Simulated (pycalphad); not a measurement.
All values are pycalphad results on the COST 507 light-alloy database (1999) (1 atm), not direct measurements. These are 1990s assessments: newer ones move some temperatures and phases.

Which phases does Ta-16 at.% Ti hold at 2950 K, with what compositions and amounts?

bcc with 10.7 at.% Ti and liquid with 21.3 at.% Ti. The lever rule gives (16 − 10.7)/(21.3 − 10.7) = 0.50 of liquid and 0.50 of bcc.

Which phases does Ta-14 at.% Ti hold at 3000 K, with what compositions and amounts?

bcc with 8.8 at.% Ti and liquid with 18.2 at.% Ti. The lever rule gives (14 − 8.8)/(18.2 − 8.8) = 0.55 of liquid and 0.45 of bcc.

Which phases does Ta-32 at.% Ti hold at 2600 K, with what compositions and amounts?

bcc with 28.4 at.% Ti and liquid with 44.5 at.% Ti. The lever rule gives (32 − 28.4)/(44.5 − 28.4) = 0.22 of liquid and 0.78 of bcc.

Which phases does Ta-56 at.% Ti hold at 2400 K, with what compositions and amounts?

bcc with 43.7 at.% Ti and liquid with 60.0 at.% Ti. The lever rule gives (56 − 43.7)/(60.0 − 43.7) = 0.76 of liquid and 0.24 of bcc.
